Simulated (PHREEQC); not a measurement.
Dissolve 4 mmol/kgw HCl, 1.5 mmol/kgw ZnSO4 and 0.16 mmol/kgw Na2SO4 at 30 °C. Closed to the air; pH follows from the charge balance.

All values are PHREEQC results (ion-association model, wateq4f.dat), not measurements.

```tsv
quantity	before	after
pH	2.47	2.46
ionic strength (mol/kgw)	0.00912	0.00939
SO4-2 (mol/kgw)	0.00117	0.00128
HSO4- (mol/kgw)	0.000318	0.000218
NaSO4- (mol/kgw)	1.30e-6	1.21e-6
SI of Halite (NaCl)	-7.58	-7.51
SI of Mirabilite (Na2SO4:10H2O)	-9.30	-8.02
```

Q: Name the change that produced these shifts.
A) Na2SO4 from 0.00016 to 0.000176 mol/kgw
B) ZnSO4 replaced by Cs2SO4 at the same molality
C) temperature from 30 to 5 °C
D) 0.0017 mol/kgw CuCl2 added
E) ZnSO4 from 0.0015 to 0.0003 mol/kgw

A: C, temperature from 30 to 5 °C

No solid was allowed to form. Constants without temperature data keep their 25 °C values here.
